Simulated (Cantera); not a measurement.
Charge: 1 mol TiO2, 0.039 mol Cl2, at 927 °C and 0.330 bar.

Method: chemical equilibrium by Gibbs-energy minimisation in Cantera with the NASA 1993 tables (ideal gas, pure condensed phases). Candidate condensed phases: Ti, TiCl2, TiCl3, TiCl4, TiO, TiO2, Ti2O3, Ti3O5, Ti4O7; 15 gas species. Equilibrium is a limit: real reactors are often held back by kinetics, nucleation or transport.

Base state: Cl2 0.983, Cl 0.00816, TiCl4 0.00427, O2 0.00427, ClO 1.20e-5 (mole fractions); condensed: TiO2(rutile).

Q: What changes in the equilibrium state with this change: temperature from 927 °C to 500 °C?

A: 
| species | before | after |
|---|---|---|
| Cl2 | 0.983 | 1.000 |
| TiCl4 | 0.00427 | 3.17e-5 |
| O2 | 0.00427 | 3.17e-5 |
| Cl | 0.00816 | 8.54e-6 |
| ClO | 1.20e-5 | 3.76e-9 |
| TiO2(rutile), mol | 1.000 | 1.000 |
Condensed phases not in the tables: TiOCl.

Q: What changes in the equilibrium state with this change: temperature from 927 °C to 700 °C?

A: 
| species | before | after |
|---|---|---|
| Cl2 | 0.983 | 0.998 |
| TiCl4 | 0.00427 | 0.000550 |
| O2 | 0.00427 | 0.000549 |
| Cl | 0.00816 | 0.000447 |
| ClO | 1.20e-5 | 4.04e-7 |
| TiO2(rutile), mol | 1.000 | 1.000 |
Condensed phases not in the tables: TiOCl.
